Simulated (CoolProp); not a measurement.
A closed Brayton cycle with carbon dioxide: compressor inlet 321.15 K and 8 MPa, high pressure 27.6 MPa, turbine inlet 795 K, compressor efficiency 0.8, turbine efficiency 0.93, recuperator effectiveness 0 (on enthalpy, no pinch check). Each further row changes one setting.

The numbers come from the reference Helmholtz-energy equation of state, Span 1996 in CoolProp.

| case | thermal efficiency (%) | net work (kJ/kg) | compressor to turbine work | compressor exit (K) | turbine exit (K) |
|---|---|---|---|---|---|
| as stated | 17.8 | 88.0 | 0.44 | 426.3 | 647.3 |
| turbine inlet 745 K | 17.7 | 76.3 | 0.48 | 426.3 | ? |
| compressor inlet 331.15 K | 17.1 | 79.1 | ? | 445.3 | 647.3 |
| high pressure 23.5 MPa | 15.9 | 80.8 | 0.42 | ? | 665.8 |
| recuperator effectiveness 0.5 | 23.9 | 88.0 | 0.44 | 426.3 | 647.3 |

Q: What belongs in the gaps?

A: 
- turbine inlet 745 K, turbine exit (K): 602.7
- compressor inlet 331.15 K, compressor to turbine work: 0.50
- high pressure 23.5 MPa, compressor exit (K): 412.0
